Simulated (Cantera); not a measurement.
**Transport properties of process gases**

Gas mixture: 100 % N₂O, at 1.35 Torr, frozen composition.

Cantera's kinetic-theory transport with the Lennard-Jones parameters of GRI-Mech 3.0, ideal gas; thermal conductivity in the mixture-averaged form. The composition is frozen, though it would react at the higher temperatures.

| T (K) | ρ (kg/m³) | cp (J/kg/K) | μ (µPa s) | λ (mW/m/K) | Pr | D (cm²/s) C₂H₂ | D (cm²/s) NO | D (cm²/s) H₂O |
|---|---|---|---|---|---|---|---|---|
| 400 | 0.00238 | 970.3 | 19.5 | 25.5 | 0.741 | 118 | 145 | 164 |
| 550 | 0.00173 | 1073 | 25.5 | 37.0 | 0.739 | 212 | 255 | 305 |
| 700 | 0.00136 | 1150 | 30.8 | 47.9 | 0.739 | 326 | 386 | 480 |
| 850 | 0.00112 | 1210 | 35.6 | 58.2 | 0.739 | 457 | 538 | 685 |
| 1000 | 0.000953 | 1255 | 40.0 | 68.0 | 0.739 | 605 | 708 | 918 |
| 1150 | 0.000829 | 1285 | 44.1 | 77.1 | 0.736 | 769 | 896 | 1180 |
| 1300 | 0.000733 | 1311 | 48.0 | 85.8 | 0.734 | 946 | 1100 | 1460 |
| 1450 | 0.000657 | 1334 | 51.7 | 94.1 | 0.733 | 1140 | 1320 | 1760 |
| 1600 | 0.000596 | 1353 | 55.2 | 102 | 0.732 | 1340 | 1560 | 2090 |
D: mixture-averaged diffusion coefficient of that species in the mixture.
